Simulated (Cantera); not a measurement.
What does this Cantera script print?

```python
import numpy as np
import cantera as ct

gas = ct.Solution("gri30.yaml")
gas.TPX = 523, 510000, {'CH4': 1, 'O2': 1.18, 'N2': 4.42}
inlet = ct.Reservoir(gas, clone=True)
gas.equilibrate("HP")  # start burning
reactor = ct.IdealGasConstPressureReactor(gas, energy="on", clone=False)
exhaust = ct.Reservoir(gas, clone=True)
tau = [0.3, 0.1, 0.034, 0.011, 0.0038, 0.0013, 0.00043, 0.00014, 4.9e-05][0]
for a, b in ((inlet, reactor), (reactor, exhaust)):
    ct.MassFlowController(a, b, mdot=lambda t: reactor.mass / tau)
net = ct.ReactorNet([reactor])
show = ['CH4', 'O2', 'N2O', 'CH2', 'CO2']

rows = []
print(f"{'tau/s':>10s}{'T/K':>9s}" + "".join(f"{s:>11s}" for s in show))
for tau in [0.3, 0.1, 0.034, 0.011, 0.0038, 0.0013, 0.00043, 0.00014, 4.9e-05]:
    net.initial_time = 0.0
    net.advance(30 * tau)
    before = gas.X
    net.advance(40 * tau)
    drift = np.max(np.abs(gas.X - before) / (gas.X + 1e-9))
    rows.append([gas.T, *gas[show].X, drift])
    print(f"{tau:10.3e}{gas.T:9.1f}" + "".join(f"{x:11.3e}" for x in gas[show].X))
```

Result:

```
     tau/s      T/K        CH4         O2        N2O        CH2        CO2
 3.000e-01   1938.6  1.849e-03  4.535e-05  8.189e-10  1.008e-07  3.203e-02
 1.000e-01   1947.2  3.273e-03  1.248e-04  9.660e-10  2.412e-07  3.291e-02
 3.400e-02   1957.0  5.072e-03  3.277e-04  1.257e-09  5.532e-07  3.408e-02
 1.100e-02   1965.2  7.315e-03  8.738e-04  2.150e-09  1.278e-06  3.523e-02
 3.800e-03   1964.8  9.814e-03  2.152e-03  4.327e-09  2.656e-06  3.557e-02
 1.300e-03   1944.0  1.320e-02  5.393e-03  1.018e-08  4.871e-06  3.407e-02
 4.300e-04   1827.4  2.267e-02  1.929e-02  3.842e-08  4.791e-06  2.633e-02
 1.400e-04    523.0  1.515e-01  1.788e-01  8.032e-22 -5.930e-34  4.054e-16
 4.900e-05    523.0  1.515e-01  1.788e-01  2.254e-25 -1.021e-35  1.138e-19
```

Detailed kinetics in Cantera: GRI-Mech 3.0 (53 species, 325 reactions).
